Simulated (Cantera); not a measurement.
A closed system holds: 1 mol Fe₂O₃, 0.16 mol SO₃, 13 mol N₂, equilibrated at 1350 K and 143 Torr.

Cantera equilibrium calculation (NASA polynomials, part measured and part estimated; ideal gas, pure solids and liquids). Candidate condensed phases: Fe, FeO, FeS, FeSO₄, FeS₂, Fe₂O₃, Fe₂(SO₄)₃, Fe₃O₄, S; 19 gas species. Kinetics and transport are ignored.

Base state: N₂ 0.982, SO₂ 0.0120, O₂ 0.00597, NO 0.000102, SO₃ 3.56e-5 (mole fractions); condensed: Fe₂O₃(s).

**Question.** What changes in the equilibrium state with this change: SO₃ from 0.16 to 2.5 mol?

**Answer.** 
```csv
species,before,after
N₂,0.982,0.777
SO₂,0.0120,0.148
O₂,0.00597,0.0738
SO₃,3.56e-5,0.00154
NO,0.000102,0.000319
"Fe₂O₃(s), mol",1.00,1.00
```
